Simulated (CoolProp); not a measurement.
Vapour-liquid equilibrium of CHF3 (R23) (1) + C2F6 (R116) (2) at -67.75 °C; x and y are mole fractions of (1).

The numbers come from the multi-fluid Helmholtz-energy mixture model, Penoncello 2003 and Lemmon 2006; pair parameters Bell 2016 in CoolProp.

### Question
Give the bubble pressure and the first vapour's composition at x = 0.275, 0.35, 0.95. Is there an azeotrope?

### Answer
x = 0.275: 0.2663 MPa, y = 0.466; x = 0.35: 0.2742 MPa, y = 0.504; x = 0.95: 0.2398 MPa, y = 0.868. y crosses x between x = 0.575 and 0.65: the model has an azeotrope there.

The pair parameters rest on a limited set of measurements; away from them the model extrapolates.
